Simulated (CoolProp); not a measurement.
Vapour pressure (MPa) of propylene: the reference equation beside estimates from Tc = 91.1 °C, pc = 4.555 MPa, ω = 0.146.

The numbers come from the reference Helmholtz-energy equation of state, Lemmon 2013 in CoolProp.

| T (°C) | reference | van der Waals | Peng-Robinson |
|---|---|---|---|
| -79.45 | 0.01810 | 0.1901 | 0.01871 |
| -71.75 | 0.02907 | 0.2429 | 0.02979 |
| -63.95 | [?] | 0.3062 | 0.04590 |
| -56.25 | [?] | 0.3789 | 0.06800 |
| -48.55 | 0.09711 | 0.4627 | 0.09778 |
| -40.85 | 0.1365 | 0.5582 | 0.1369 |
| -33.05 | 0.1879 | 0.6675 | 0.1881 |
| -25.35 | 0.2521 | 0.7885 | 0.2519 |
| -17.65 | 0.3317 | 0.9232 | 0.3310 |
| -9.85 | 0.4302 | 1.074 | 0.4292 |
| -2.15 | 0.5475 | 1.238 | 0.5461 |
| 5.55 | 0.6869 | 1.417 | [?] |
| 13.25 | 0.8510 | 1.612 | 0.8497 |
| 21.05 | 1.045 | 1.826 | 1.044 |

Problem. Complete the blanks.

Solution. 
- -63.95, reference: 0.04512
- -56.25, reference: 0.06723
- 5.55, Peng-Robinson: 0.6855

Absolute difference from the reference over all 14 rows, mean and median: van der Waals 329.0 and 234.0 %, Peng-Robinson 0.8 and 0.2 %.
